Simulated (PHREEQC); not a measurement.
## Leach liquor: an equilibrium model

A solution holds 0.0011 mol H2SO4, 0.00028 mol LiCl and 0.082 mol Fe2(SO4)3 per kg of water, at 90 °C. Closed to the air; pH follows from the charge balance.

The numbers come from PHREEQC with the ion-association model, phreeqc.dat.

Precipitation was switched off in this run.

**Question.** Predict the pH, ionic strength.

**Answer.** pH 2.31; ionic strength 0.384 mol/kgw.

**Question.** In which forms is S present?

**Answer.** FeSO4+ 33 %, SO4-2 26 %, Fe(SO4)2- 21 %, HSO4- 18 %, FeHSO4+2 2.0 % of the S.

The solution is supersaturated, for example in Hematite (slow to form), Goethite (slow to form), so a real one may precipitate; this is no full list. Constants without temperature data keep their 25 °C values here.
